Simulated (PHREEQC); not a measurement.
Alkaline etch or developer

A solution holds 0.0036 mol NaOH and 0.0023 mol NaAlO2 per kg of water, at 25 °C. Closed to the air; pH follows from the charge balance.

Model: ion-association model, phreeqc.dat, run in PHREEQC.

| Quantity | Value |
|---|---|
| pH | 11.52 |
| ionic strength | 0.00590 mol/kgw |
| total alkalinity | 12.8 meq/kg |

```json
[
 {"species": "Na+", "molality": "0.00590", "activity": "0.00544", "log γ": "-0.035"},
 {"species": "OH-", "molality": "0.00360", "activity": "0.00331", "log γ": "-0.036"},
 {"species": "Al(OH)4-", "molality": "0.00230", "activity": "0.00212", "log γ": "-0.035"},
 {"species": "Al(OH)3", "molality": "3.43e-9", "activity": "3.44e-9", "log γ": "0.001"}
]
```

No solid was allowed to form. The solution is supersaturated, for example in Gibbsite (slow to form), so a real one may precipitate; this is no full list. Complexes and solids missing from the database can't appear.
